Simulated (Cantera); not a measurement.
Charge: 1 mol PbO, 0.29 mol H2, at 10.0 mbar.

Cantera equilibrium calculation (NASA polynomials, part measured and part estimated; ideal gas, pure solids and liquids). Candidate condensed phases: H2O, Pb, PbO, PbO2, Pb3O4; 12 gas species. Kinetics and transport are ignored.

x: gas mole fraction; n: condensed amount in mol.

```tsv
T (K)	x H2O	x H2	x Pb	x PbO	n Pb(s)	n PbO(red)	n Pb(l)	n PbO(yellow)
548	1.000	1.09e-5	(withheld)	<1e-12	0.290	0.710	0	0
573	1.000	1.42e-5	(withheld)	<1e-12	0.290	0.710	0	0
598	1.000	1.80e-5	(withheld)	<1e-12	0.290	0.710	0	0
623	1.000	2.18e-5	(withheld)	<1e-12	0	0.710	0.290	0
648	1.000	2.60e-5	(withheld)	<1e-12	0	0.710	0.290	0
673	1.000	3.07e-5	(withheld)	2.36e-12	0	0.710	0.290	0
698	1.000	3.59e-5	(withheld)	1.44e-11	0	0.710	0.290	0
723	1.000	4.17e-5	(withheld)	7.75e-11	0	0.710	0.290	0
748	1.000	4.80e-5	(withheld)	3.71e-10	0	0.710	0.290	0
773	1.000	5.49e-5	(withheld)	1.60e-9	0	0	0.290	0.710
798	1.000	6.25e-5	(withheld)	6.30e-9	0	0	0.290	0.710
823	1.000	7.06e-5	(withheld)	2.27e-8	0	0	0.290	0.710
848	1.000	7.94e-5	(withheld)	7.58e-8	0	0	0.290	0.710
873	1.000	8.89e-5	(withheld)	2.36e-7	0	0	0.290	0.710
```

Question: Complete the blanks.

Answer: 
- 548, x Pb: 1.31e-11
- 573, x Pb: 8.33e-11
- 598, x Pb: 4.53e-10
- 623, x Pb: 2.08e-9
- 648, x Pb: 8.41e-9
- 673, x Pb: 3.06e-8
- 698, x Pb: 1.02e-7
- 723, x Pb: 3.10e-7
- 748, x Pb: 8.75e-7
- 773, x Pb: 2.31e-6
- 798, x Pb: 5.73e-6
- 823, x Pb: 1.34e-5
- 848, x Pb: 2.99e-5
- 873, x Pb: 6.36e-5
